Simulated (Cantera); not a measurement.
Charge: 1 mol C3H8, 0.17 mol CO2, at 32000 Pa.

Equilibrium computed with Cantera from the NASA thermochemical tables; the gas is ideal and each condensed phase is pure. Candidate condensed phases: C, C6H6, C7H8, C8H18, H2O; 110 gas species. Equilibrium is a limit: real reactors are often held back by kinetics, nucleation or transport.

x: gas mole fraction; n: condensed amount in mol.

```tsv
T (°C)	x H2	x CO	x CH4	x H2O	n C(graphite)
777	0.906	0.0751	0.0150	[?]	2.78
852	0.913	0.0774	0.00770	[?]	2.80
927	0.917	0.0781	0.00425	[?]	2.81
1002	0.919	0.0783	0.00250	[?]	2.82
1077	0.920	0.0783	0.00156	[?]	2.82
1152	0.921	0.0784	0.00102	[?]	2.83
1227	0.921	0.0784	0.000697	[?]	2.83
1302	0.921	0.0784	0.000494	[?]	2.83
```

Q: Some entries are withheld; supply them.

A: 
- 777, x H2O: 0.00395
- 852, x H2O: 0.00145
- 927, x H2O: 0.000594
- 1002, x H2O: 0.000268
- 1077, x H2O: 0.000132
- 1152, x H2O: 7.01e-5
- 1227, x H2O: 3.97e-5
- 1302, x H2O: 2.37e-5
